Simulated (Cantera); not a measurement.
Input (Python, Cantera):

```python
import numpy as np
import cantera as ct

gas = ct.Solution("gri30.yaml")
gas.TPX = 675, 170000, {'CO': 1, 'H2': 0.072, 'O2': 0.902, 'N2': 3.39, 'H2O': 0.49}
inlet = ct.Reservoir(gas, clone=True)
gas.equilibrate("HP")  # start burning
reactor = ct.IdealGasConstPressureReactor(gas, energy="on", clone=False)
exhaust = ct.Reservoir(gas, clone=True)
tau = [0.053, 0.02, 0.0075, 0.0028, 0.0011, 0.0004, 0.00015, 5.7e-05, 2.1e-05, 8.1e-06][0]
for a, b in ((inlet, reactor), (reactor, exhaust)):
    ct.MassFlowController(a, b, mdot=lambda t: reactor.mass / tau)
net = ct.ReactorNet([reactor])
show = ['CO', 'H2', 'O2', 'H2O2', 'NO2']

rows = []
print(f"{'tau/s':>10s}{'T/K':>9s}" + "".join(f"{s:>11s}" for s in show))
for tau in [0.053, 0.02, 0.0075, 0.0028, 0.0011, 0.0004, 0.00015, 5.7e-05, 2.1e-05, 8.1e-06]:
    net.initial_time = 0.0
    net.advance(30 * tau)
    before = gas.X
    net.advance(40 * tau)
    drift = np.max(np.abs(gas.X - before) / (gas.X + 1e-9))
    rows.append([gas.T, *gas[show].X, drift])
    print(f"{tau:10.3e}{gas.T:9.1f}" + "".join(f"{x:11.3e}" for x in gas[show].X))
```

Result:

```
     tau/s      T/K         CO         H2         O2       H2O2        NO2
 5.300e-02   2070.8  2.450e-03  2.559e-04  6.904e-02  9.547e-08  4.199e-07
 2.000e-02   2057.6  3.831e-03  3.876e-04  6.959e-02  1.124e-07  2.400e-07
 7.500e-03   2032.0  6.498e-03  6.500e-04  7.058e-02  1.495e-07  1.371e-07
 2.800e-03   1988.1  1.106e-02  1.106e-03  7.234e-02  2.186e-07  7.004e-08
 1.100e-03   1924.0  1.765e-02  1.753e-03  7.501e-02  3.341e-07  3.543e-08
 4.000e-04   1821.6  2.827e-02  2.639e-03  7.955e-02  5.801e-07  1.965e-08
 1.500e-04   1665.0  4.663e-02  3.332e-03  8.809e-02  1.223e-06  1.215e-08
 5.700e-05    675.0  1.708e-01  1.230e-02  1.541e-01 -5.904e-19 -1.107e-20
 2.100e-05    675.0  1.708e-01  1.230e-02  1.541e-01  2.892e-21  7.883e-26
 8.100e-06    675.0  1.708e-01  1.230e-02  1.541e-01  1.951e-22 -8.880e-30
```

Cantera simulation using GRI-Mech 3.0 (53 species, 325 reactions); the numbers are that mechanism's predictions, not measurements.
